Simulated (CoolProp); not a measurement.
A single-stage vapour-compression cycle with R507A: evaporating at 244.15 K (dew point), condensing at 276.15 K (bubble point), superheat 2 K, subcooling 5 K, compressor efficiency 0.85, no pressure losses. Each further row changes one setting.

Computed with CoolProp (reference Helmholtz-energy equation of state, Lemmon 2003). It is a pseudo-pure fit of the blend.

| case | cooling COP | pressure ratio | discharge temperature (K) | refrigerating effect (kJ/kg) | volumetric capacity (kJ/m³) |
|---|---|---|---|---|---|
| as stated | 5.74 | 3.09 | 287.0 | 151 | 1750 |
| evaporating temperature 249.15 K | 7.10 | 2.54 | 285.3 | 154 | 2150 |
| condensing temperature 271.15 K | 7.00 | 2.64 | … | 158 | 1830 |
| subcooling 10 K | 6.00 | 3.09 | 287.0 | 158 | 1830 |
| superheat 12 K | … | 3.09 | 297.1 | … | 1750 |
| compressor efficiency 0.75 | 5.07 | 3.09 | … | 151 | 1750 |

**Question.** Some entries are withheld; supply them.

**Answer.** 
- condensing temperature 271.15 K, discharge temperature (K): 281.0
- superheat 12 K, cooling COP: 5.75
- superheat 12 K, refrigerating effect (kJ/kg): 159
- compressor efficiency 0.75, discharge temperature (K): 290.5
